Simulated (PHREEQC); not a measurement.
Synthetic water in mg/kgw, 20 °C, pH 6.95, pe 9.5: Na 62.9; K 8.05; Ca 13.4; Mg 14; Cl 91.3; S(6) as SO4 26.1; Alkalinity as HCO3 114; F 1.75; Br 1.07; Zn 0.127.

Valence states are taken as typed.

All values are PHREEQC results (ion-association model, phreeqc.dat), not measurements.

Precipitation was switched off in this run.

**Question.** Predict the specific conductance.

**Answer.** specific conductance 474 µS/cm.

**Question.** In which forms is S present?

**Answer.** SO4-2 91 %, MgSO4 5.5 %, CaSO4 2.6 %, NaSO4- 0.9 % of the S.

The database's zinc carbonate complexes are estimates, stronger than later reviews accept.
